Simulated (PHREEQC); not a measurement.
Consider water at 20 °C with 0.0015 mol/kgw HF, 0.00072 mol/kgw NH4HF2, 9.2e-05 mol/kgw H4SiO4 and 0.025 mol/kgw HCl. Closed to the air; pH follows from the charge balance.

The numbers come from PHREEQC with the ion-association model, phreeqc.dat.

No solid was allowed to form.

Task: Order these F species by the share of F that they hold, largest first: F-, SiF6-2, HF.

Result: HF (90 %), SiF6-2 (6.3 %), F- (3.6 %)

The pH is 1.67 and the ionic strength 0.0252 mol/kgw. Species that the database lacks are ignored. SiF6-2 is the database's only silicon fluoride.
